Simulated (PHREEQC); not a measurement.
1 kg of water meets 20 L of dry gas (CO2 1 by moles) at fixed total pressure, at 80 °C; fugacities by Peng-Robinson. The gases take part in no redox reaction, some water evaporates into the gas, and hydrates or a liquid gas phase aren't modelled. Nothing may precipitate in this run.

Equilibrium calculation in PHREEQC: Pitzer model, pitzer.dat.

```json
[
 {"P (atm)": "2", "dissolved CO2 (all carbonate carbon) (mol/kgw)": "0.0193", "φ of CO2": "0.994", "pH": "4.02"},
 {"P (atm)": "5", "dissolved CO2 (all carbonate carbon) (mol/kgw)": "0.0564", "φ of CO2": "0.984", "pH": "3.79"},
 {"P (atm)": "10", "dissolved CO2 (all carbonate carbon) (mol/kgw)": "0.117", "φ of CO2": "0.968", "pH": "3.63"},
 {"P (atm)": "20", "dissolved CO2 (all carbonate carbon) (mol/kgw)": "0.231", "φ of CO2": "0.937", "pH": "3.49"},
 {"P (atm)": "30", "dissolved CO2 (all carbonate carbon) (mol/kgw)": "0.338", "φ of CO2": "0.907", "pH": "3.40"},
 {"P (atm)": "40", "dissolved CO2 (all carbonate carbon) (mol/kgw)": "0.437", "φ of CO2": "0.877", "pH": "3.35"},
 {"P (atm)": "75", "dissolved CO2 (all carbonate carbon) (mol/kgw)": "0.724", "φ of CO2": "0.780", "pH": "3.24"},
 {"P (atm)": "100", "dissolved CO2 (all carbonate carbon) (mol/kgw)": "0.876", "φ of CO2": "0.716", "pH": "3.20"},
 {"P (atm)": "150", "dissolved CO2 (all carbonate carbon) (mol/kgw)": "1.07", "φ of CO2": "0.609", "pH": "3.15"},
 {"P (atm)": "200", "dissolved CO2 (all carbonate carbon) (mol/kgw)": "1.19", "φ of CO2": "0.532", "pH": "3.12"},
 {"P (atm)": "300", "dissolved CO2 (all carbonate carbon) (mol/kgw)": "1.34", "φ of CO2": "0.447", "pH": "3.08"},
 {"P (atm)": "400", "dissolved CO2 (all carbonate carbon) (mol/kgw)": "1.45", "φ of CO2": "0.406", "pH": "3.05"}
]
```

Complexes and solids missing from the database can't appear. Away from 25 °C the constants follow the database's enthalpies or fits; those with neither stay at their 25 °C values.
